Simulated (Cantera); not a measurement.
A closed system holds: 1 mol SiH4, 1.1 mol C2H4, 1.3 mol H2, held at 2100 °C and 10.0 mbar.

Cantera equilibrium calculation (NASA polynomials, part measured and part estimated; ideal gas, pure solids and liquids). Candidate condensed phases: C, C6H6, C7H8, C8H18, Si, SiC; 87 gas species. Gases not in the tables: Si2H6 and higher silanes. Kinetics and transport are ignored.

Base state: H2 0.828, H 0.127, Si 0.0305, SiC2 0.00538, C2H2 (acetylene) 0.00509, Si2C 0.00309, SiH 0.000899, Si2 0.000117 (mole fractions); condensed: C(graphite) + SiC(s).

Task: What changes in the equilibrium state with this change: C2H4 from 1.1 to 0.042 mol?

Result: 
| species | before | after |
|---|---|---|
| H2 | 0.828 | 0.685 |
| Si | 0.0305 | 0.172 |
| H | 0.127 | 0.116 |
| Si2C | 0.00309 | 0.0165 |
| C4H2 | 1.29e-5 | 8.64e-9 |
| Si3 | 3.71e-6 | 0.000664 |
| C2H2 (acetylene) | 0.00509 | 0.000120 |
| C(graphite), mol | 1.32 | 0 |
| SiC(s), mol | 0.734 | 0 |
